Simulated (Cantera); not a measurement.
An adiabatic, constant-pressure homogeneous reactor starts with CH₄ : H₂ : O₂ : N₂ : H₂O = 1 : 0.073 : 2.04 : 24.4 : 5.9 (molar parts), at 1800 K and 5.00 bar. Integrator tolerance rtol = 1e-08.

Computed with Cantera and GRI-Mech 3.0 (53 species, 325 reactions).

Question: What does this change do: N2 24.4 to 38 parts?

Answer: 
```json
[
 {"quantity": "time of steepest temperature rise", "before": "65.9 µs", "after": "86.5 µs"},
 {"quantity": "temperature at 0.400 s", "before": "2336 K", "after": "2213 K"},
 {"quantity": "equilibrium temperature", "before": "2336 K", "after": "2213 K"},
 {"quantity": "x(CH₄) at 0.400 s", "before": "<1e-12 (gas-phase equilibrium <1e-12)", "after": "<1e-12 (gas-phase equilibrium <1e-12)"},
 {"quantity": "x(H₂) at 0.400 s", "before": "0.00508 (gas-phase equilibrium 0.00508)", "after": "0.00254 (gas-phase equilibrium 0.00254)"},
 {"quantity": "x(O₂) at 0.400 s", "before": "0.00269 (gas-phase equilibrium 0.00269)", "after": "0.00132 (gas-phase equilibrium 0.00131)"},
 {"quantity": "x(C₂H₄) at 0.400 s", "before": "<1e-12 (gas-phase equilibrium <1e-12)", "after": "<1e-12 (gas-phase equilibrium <1e-12)"},
 {"quantity": "x(N₂O) at 0.400 s", "before": "2.19e-7 (gas-phase equilibrium 2.19e-7)", "after": "1.31e-7 (gas-phase equilibrium 1.31e-7)"},
 {"quantity": "x(C₂H) at 0.400 s", "before": "<1e-12 (gas-phase equilibrium <1e-12)", "after": "<1e-12 (gas-phase equilibrium <1e-12)"}
]
```

Question: What does this change do: pressure from 5.00 bar to 0.250 bar?

Answer: 
```
quantity                                                            before                                    after
---------------------------------  ---------------------------------------  ---------------------------------------
time of steepest temperature rise                                  65.9 µs                                 0.748 ms
temperature at 0.400 s                                              2336 K                                   2264 K
equilibrium temperature                                             2336 K                                   2263 K
x(CH₄) at 0.400 s                    <1e-12 (gas-phase equilibrium <1e-12)    <1e-12 (gas-phase equilibrium <1e-12)
x(H₂) at 0.400 s                   0.00508 (gas-phase equilibrium 0.00508)  0.00995 (gas-phase equilibrium 0.01000)
x(O₂) at 0.400 s                   0.00269 (gas-phase equilibrium 0.00269)  0.00574 (gas-phase equilibrium 0.00562)
x(C₂H₄) at 0.400 s                   <1e-12 (gas-phase equilibrium <1e-12)    <1e-12 (gas-phase equilibrium <1e-12)
x(N₂O) at 0.400 s                  2.19e-7 (gas-phase equilibrium 2.19e-7)  5.90e-8 (gas-phase equilibrium 6.06e-8)
x(C₂H) at 0.400 s                    <1e-12 (gas-phase equilibrium <1e-12)    <1e-12 (gas-phase equilibrium <1e-12)
```

Question: What does this change do: 0.22 parts C2H6 added?

Answer: 
```json
[
 {"quantity": "time of steepest temperature rise", "before": "65.9 µs", "after": "27.5 µs"},
 {"quantity": "temperature at 0.400 s", "before": "2336 K", "after": "2320 K"},
 {"quantity": "equilibrium temperature", "before": "2336 K", "after": "2320 K"},
 {"quantity": "x(CH₄) at 0.400 s", "before": "<1e-12 (gas-phase equilibrium <1e-12)", "after": "<1e-12 (gas-phase equilibrium <1e-12)"},
 {"quantity": "x(H₂) at 0.400 s", "before": "0.00508 (gas-phase equilibrium 0.00508)", "after": "0.0277 (gas-phase equilibrium 0.0277)"},
 {"quantity": "x(O₂) at 0.400 s", "before": "0.00269 (gas-phase equilibrium 0.00269)", "after": "6.99e-5 (gas-phase equilibrium 6.99e-5)"},
 {"quantity": "x(C₂H₄) at 0.400 s", "before": "<1e-12 (gas-phase equilibrium <1e-12)", "after": "<1e-12 (gas-phase equilibrium <1e-12)"},
 {"quantity": "x(N₂O) at 0.400 s", "before": "2.19e-7 (gas-phase equilibrium 2.19e-7)", "after": "3.33e-8 (gas-phase equilibrium 3.33e-8)"},
 {"quantity": "x(C₂H) at 0.400 s", "before": "<1e-12 (gas-phase equilibrium <1e-12)", "after": "<1e-12 (gas-phase equilibrium <1e-12)"}
]
```
